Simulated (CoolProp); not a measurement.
Vapour-liquid equilibrium of methanol (1) + hexamethyldisiloxane (MM) (2) at 321.6 K; x and y are mole fractions of (1).

Computed with CoolProp (multi-fluid Helmholtz-energy mixture model, de Reuck 1993 and Thol 2016; pair parameters Bell 2016).

```tsv
x	bubble pressure, mixture model (MPa)	bubble pressure, Raoult's law (MPa)	y, mixture model	y, Raoult's law
0.05	0.02304	0.01824	0.311	0.143
0.125	0.03184	0.02091	0.532	0.311
0.2	0.03903	0.02358	0.642	0.441
0.275	0.04442	0.02624	0.703	0.545
0.35	0.04814	0.02891	0.740	0.630
0.425	0.05049	0.03158	0.763	0.700
0.5	0.05186	0.03425	0.778	0.760
0.575	0.05264	0.03692	0.787	0.811
0.65	0.05314	0.03959	0.796	0.854
0.725	0.05357	0.04226	0.807	0.893
0.8	0.05394	0.04493	0.826	0.927
0.875	0.05399	0.04759	0.864	0.957
0.95	0.05322	0.05026	0.932	0.984
```

The largest gap from Raoult's law is +69.3 % in bubble pressure, at x = 0.275. y crosses x between x = 0.8 and 0.875: the model has an azeotrope there.

The pair parameters rest on a limited set of measurements; away from them the model extrapolates. With so large a gap from Raoult's law the liquid may split in two, which this calculation doesn't test in full.
